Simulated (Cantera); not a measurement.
## Equilibrium for roasting and sulfation: MgO + SO3 + O2

Feed: 1 mol MgO, 1.7 mol SO3, 0.089 mol O2, equilibrated at 8.10 bar.

Equilibrium computed with Cantera from the NASA thermochemical tables; the gas is ideal and each condensed phase is pure. Candidate condensed phases: Mg, MgO, MgS, MgSO4, S; 14 gas species. Equilibrium is a limit: real reactors are often held back by kinetics, nucleation or transport.

From 1000 K to 1350 K the condensed part is MgSO4(s). From 1400 K to 1500 K the condensed part is MgSO4(l). From 1550 K to 1650 K the condensed part is MgO(s).

```json
[
 {"T (K)": "1000", "log p SO2": "0.27", "log p SO3": "0.65", "log p O2": "0.24", "log p O": "-9.68", "log p SO": "<-11", "log p O3": "-10.64", "n MgSO4(s)": "1.00", "n MgSO4(l)": "0", "n MgO(s)": "0"},
 {"T (K)": "1050", "log p SO2": "0.39", "log p SO3": "0.56", "log p O2": "0.30", "log p O": "-9.02", "log p SO": "-10.72", "log p O3": "-10.19", "n MgSO4(s)": "1.00", "n MgSO4(l)": "0", "n MgO(s)": "0"},
 {"T (K)": "1100", "log p SO2": "0.48", "log p SO3": "0.45", "log p O2": "0.35", "log p O": "-8.43", "log p SO": "-9.98", "log p O3": "-9.80", "n MgSO4(s)": "1.00", "n MgSO4(l)": "0", "n MgO(s)": "0"},
 {"T (K)": "1150", "log p SO2": "0.54", "log p SO3": "0.33", "log p O2": "0.39", "log p O": "-7.88", "log p SO": "-9.31", "log p O3": "-9.44", "n MgSO4(s)": "1.00", "n MgSO4(l)": "0", "n MgO(s)": "0"},
 {"T (K)": "1200", "log p SO2": "0.59", "log p SO3": "0.21", "log p O2": "0.42", "log p O": "-7.39", "log p SO": "-8.71", "log p O3": "-9.13", "n MgSO4(s)": "1.00", "n MgSO4(l)": "0", "n MgO(s)": "0"},
 {"T (K)": "1250", "log p SO2": "0.62", "log p SO3": "0.08", "log p O2": "0.44", "log p O": "-6.94", "log p SO": "-8.16", "log p O3": "-8.85", "n MgSO4(s)": "1.00", "n MgSO4(l)": "0", "n MgO(s)": "0"},
 {"T (K)": "1300", "log p SO2": "0.64", "log p SO3": "-0.05", "log p O2": "0.45", "log p O": "-6.53", "log p SO": "-7.66", "log p O3": "-8.60", "n MgSO4(s)": "1.00", "n MgSO4(l)": "0", "n MgO(s)": "0"},
 {"T (K)": "1350", "log p SO2": "0.65", "log p SO3": "-0.17", "log p O2": "0.46", "log p O": "-6.14", "log p SO": "-7.20", "log p O3": "-8.37", "n MgSO4(s)": "1.00", "n MgSO4(l)": "0", "n MgO(s)": "0"},
 {"T (K)": "1400", "log p SO2": "0.66", "log p SO3": "-0.29", "log p O2": "0.47", "log p O": "-5.79", "log p SO": "-6.78", "log p O3": "-8.16", "n MgSO4(s)": "0", "n MgSO4(l)": "1.00", "n MgO(s)": "0"},
 {"T (K)": "1450", "log p SO2": "0.67", "log p SO3": "-0.40", "log p O2": "0.48", "log p O": "-5.46", "log p SO": "-6.38", "log p O3": "-7.96", "n MgSO4(s)": "0", "n MgSO4(l)": "1.00", "n MgO(s)": "0"},
 {"T (K)": "1500", "log p SO2": "0.68", "log p SO3": "-0.51", "log p O2": "0.48", "log p O": "-5.15", "log p SO": "-6.02", "log p O3": "-7.78", "n MgSO4(s)": "0", "n MgSO4(l)": "1.00", "n MgO(s)": "0"},
 {"T (K)": "1550", "log p SO2": "0.70", "log p SO3": "-0.61", "log p O2": "0.45", "log p O": "-4.88", "log p SO": "-5.64", "log p O3": "-7.67", "n MgSO4(s)": "0", "n MgSO4(l)": "0", "n MgO(s)": "1.00"},
 {"T (K)": "1600", "log p SO2": "0.71", "log p SO3": "-0.70", "log p O2": "0.45", "log p O": "-4.61", "log p SO": "-5.32", "log p O3": "-7.52", "n MgSO4(s)": "0", "n MgSO4(l)": "0", "n MgO(s)": "1.00"},
 {"T (K)": "1650", "log p SO2": "0.71", "log p SO3": "-0.79", "log p O2": "0.45", "log p O": "-4.36", "log p SO": "-5.02", "log p O3": "-7.37", "n MgSO4(s)": "0", "n MgSO4(l)": "0", "n MgO(s)": "1.00"}
]
```
log p: log10 of the partial pressure in bar; n: condensed amount in mol.
